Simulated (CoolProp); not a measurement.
Model: reference Helmholtz-energy equation of state, Lemmon 2006, in CoolProp. It is a short technical equation, of lower accuracy than the large ones.

**Question.** For hydrogen sulfide, give the phase and the cp (kJ/(kg K)), cv (kJ/(kg K)), speed of sound (m/s), Joule-Thomson coefficient (K/MPa) at 20.75 °C and 67.5 bar; 20.75 °C and 81 bar; 20.75 °C and 94.5 bar.

**Answer.** 
- 20.75 °C and 67.5 bar: liquid; cp 2.13, cv 1.08, speed of sound 908, Joule-Thomson coefficient -0.0837
- 20.75 °C and 81 bar: liquid; cp 2.12, cv 1.09, speed of sound 920, Joule-Thomson coefficient -0.0970
- 20.75 °C and 94.5 bar: liquid; cp 2.10, cv 1.09, speed of sound 932, Joule-Thomson coefficient -0.109
